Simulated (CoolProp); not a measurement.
Saturation properties of o-xylene.

Model: reference Helmholtz-energy equation of state, Zhou 2012, in CoolProp.

```
T (K)  p (MPa)  liquid density (kg/m³)  vapour density (kg/m³)  enthalpy of vaporisation (kJ/kg)  vapour viscosity (µPa s)
-----  -------  ----------------------  ----------------------  --------------------------------  ------------------------
429.1   0.1363                   758.1                   4.307                             335.4                      9.27
443.5   0.1924                   743.5                   5.974                             325.9                      9.59
457.9   0.2647                   728.4                   8.112                             316.0                      9.92
472.3   0.3564                   712.7                   10.82                             305.5                      10.3
486.8   0.4713                   696.1                   14.24                             294.3                      10.6
501.2   0.6113                   678.8                   18.46                             282.4                      11.0
515.6   0.7806                   660.4                   23.71                             269.6                      11.4
530     0.9829                   640.6                   30.22                             255.6                      11.8
544.4    1.223                   619.2                   38.36                             240.2                      12.2
558.8    1.504                   595.4                   48.65                             222.8                      12.7
```

It boils at 417.5 K under 1 atm.

Viscosity comes from a separate model (Cao 2016).
